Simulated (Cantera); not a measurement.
# Titanium nitride, carbide and oxide coatings: TiCl4 + H2O + H2

A closed system holds: 1 mol TiCl4, a varied amount of H2O, 34 mol H2, equilibrated at 1225 K and 0.500 bar.

Cantera equilibrium calculation (NASA polynomials, part measured and part estimated; ideal gas, pure solids and liquids). Candidate condensed phases: H2O, Ti, TiCl2, TiCl3, TiCl4, TiO, TiO2, Ti2O3, Ti3O5, Ti4O7; 23 gas species. Mutual solubility and eutectic melting of coexisting phases are not modelled. The tables' values for TiCl2 are old estimates; treat these amounts as uncertain. Condensed phases not in the tables: Magnéli phases beyond Ti4O7. Gases not in the tables: TiO(OH)2. Equilibrium is a limit: real reactors are often held back by kinetics, nucleation or transport.

```
n(H2O) (mol)   x H2   x HCl    x H2O   x TiCl3   x TiCl4  n Ti2O3(s)  n TiO2(rutile)  n Ti4O7(s)
------------  -----  ------  -------  --------  --------  ----------  --------------  ----------
0.17          0.947  0.0282  5.72e-7    0.0154   0.00947      0.0567               0           0
0.31          0.942  0.0356  1.05e-6    0.0125   0.00970       0.103               0           0
0.56          0.933  0.0497  2.68e-6   0.00832   0.00905       0.187               0           0
1             0.915  0.0760  1.14e-5   0.00339   0.00569       0.333               0           0
1.8           0.893   0.106  0.00125   3.83e-6   9.07e-6           0          0.0147       0.246
3.3           0.865   0.102   0.0331   4.78e-9   1.11e-8           0           1.000           0
6.1           0.808  0.0950   0.0974  4.34e-10  9.70e-10           0            1.00           0
```
x: gas mole fraction; n: condensed amount in mol.

From 0.17 mol H2O to 1 mol H2O the condensed part is Ti2O3(s). At 1.8 mol H2O the condensed part is TiO2(rutile) + Ti4O7(s). From 3.3 mol H2O to 6.1 mol H2O the condensed part is TiO2(rutile).
